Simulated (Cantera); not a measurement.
Adiabatic ignition

An adiabatic, constant-pressure homogeneous reactor starts with CH₄ : H₂ : O₂ : N₂ = 1 : 0.5 : 1.73 : 6.51 (molar parts), equivalence ratio 1.3, at 1773 K and 120000 Pa.

Computed with Cantera and GRI-Mech 3.0 (53 species, 325 reactions).

```json
[
 {"t (s)": "4.00e-6", "T (K)": "1773", "x CH₄": "0.103", "x H₂": "0.0513", "x O₂": "0.178", "x CH₂CO": "1.59e-12", "x C₂H₂": "9.09e-12", "x H₂O": "2.79e-5"},
 {"t (s)": "1.72e-5", "T (K)": "1773", "x CH₄": "0.102", "x H₂": "0.0512", "x O₂": "0.177", "x CH₂CO": "2.59e-8", "x C₂H₂": "2.82e-8", "x H₂O": "0.000691"},
 {"t (s)": "7.39e-5", "T (K)": "2731", "x CH₄": "<1e-12", "x H₂": "0.0562", "x O₂": "0.0104", "x CH₂CO": "<1e-12", "x C₂H₂": "<1e-12", "x H₂O": "0.152"},
 {"t (s)": "0.000317", "T (K)": "2884", "x CH₄": "<1e-12", "x H₂": "0.0540", "x O₂": "0.00721", "x CH₂CO": "<1e-12", "x C₂H₂": "<1e-12", "x H₂O": "0.164"},
 {"t (s)": "0.00136", "T (K)": "2880", "x CH₄": "<1e-12", "x H₂": "0.0551", "x O₂": "0.00644", "x CH₂CO": "<1e-12", "x C₂H₂": "<1e-12", "x H₂O": "0.163"},
 {"t (s)": "0.00586", "T (K)": "2879", "x CH₄": "<1e-12", "x H₂": "0.0552", "x O₂": "0.00635", "x CH₂CO": "<1e-12", "x C₂H₂": "<1e-12", "x H₂O": "0.163"},
 {"t (s)": "0.0252", "T (K)": "2879", "x CH₄": "<1e-12", "x H₂": "0.0552", "x O₂": "0.00635", "x CH₂CO": "<1e-12", "x C₂H₂": "<1e-12", "x H₂O": "0.163"},
 {"t (s)": "0.108", "T (K)": "2879", "x CH₄": "<1e-12", "x H₂": "0.0552", "x O₂": "0.00635", "x CH₂CO": "<1e-12", "x C₂H₂": "<1e-12", "x H₂O": "0.163"},
 {"t (s)": "0.465", "T (K)": "2879", "x CH₄": "<1e-12", "x H₂": "0.0552", "x O₂": "0.00635", "x CH₂CO": "<1e-12", "x C₂H₂": "<1e-12", "x H₂O": "0.163"},
 {"t (s)": "2.00", "T (K)": "2879", "x CH₄": "<1e-12", "x H₂": "0.0552", "x O₂": "0.00635", "x CH₂CO": "<1e-12", "x C₂H₂": "<1e-12", "x H₂O": "0.163"}
]
```
x: mole fraction; the columns are a selection and need not sum to one.

```
Item                                                                 Value
---------------------------------  ---------------------------------------
time of steepest temperature rise                                  55.5 µs
temperature at 2.00 s                                               2879 K
equilibrium temperature                                             2879 K
x(CH₄) at 2.00 s                     <1e-12 (gas-phase equilibrium <1e-12)
x(H₂) at 2.00 s                      0.0552 (gas-phase equilibrium 0.0552)
x(O₂) at 2.00 s                    0.00635 (gas-phase equilibrium 0.00635)
```
